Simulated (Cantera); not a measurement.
Input (Python, Cantera) and output of one run.

```python
import numpy as np
import cantera as ct

gas_names = [...]  # 87 gases of nasa_gas.yaml made of C, H, Si
cond_names = """
    C(gr) C6H6(L) C7H8(L) C8H18(L),n-octa Si(cr) Si(L) SiC(b)
""".split()


# ... load() reads the species with a 1 bar reference pressure and builds the phases ...
atoms = {
    'CH3SiH3': {'C': 1, 'H': 6, 'Si': 1},
    'H2': {'H': 2},
}
top_T = {'C(gr)': 4500, 'SiC(b)': 3050}  # K; cautious upper limits of use, not melting points


# ... equilibrate(T, P, feed) seeds the gas with the atoms and calls Mixture.equilibrate('TP', solver="vcs", rtol=1e-11, max_steps=5000) ...
results = []
feed = {'CH3SiH3': 1, 'H2': 610}  # mol
T = 1998.15  # K
P = 100000  # Pa
mix = equilibrate(T, P, feed)
results.append((T, P, feed, dict(zip(mix.species_names, mix.species_moles))))
x = sorted(zip(gas.X, gas.species_names), reverse=True)
print(f"T = {T:g} K  P = {P:g} Pa  gas = {mix.phase_moles(0):.4g} mol")
print("   x: " + "  ".join(f"{s} {v:.3e}" for v, s in x if v > 0.001))
print("   condensed (mol): " + ("  ".join(f"{mix.phase(i).name} {mix.phase_moles(i):.4g}"
      for i in range(1, mix.n_phases) if mix.phase_moles(i) > 1e-12) or "none"))
```

Output:

```
T = 1998.15 K  P = 100000 Pa  gas = 613.5 mol
   x: H2 9.983e-01  H 1.604e-03
   condensed (mol): SiC(b) 0.9516
```

Cantera equilibrium calculation (NASA polynomials, part measured and part estimated; ideal gas, pure solids and liquids). The feed counts by its element totals alone. Gases not in the tables: Si2H6 and higher silanes.
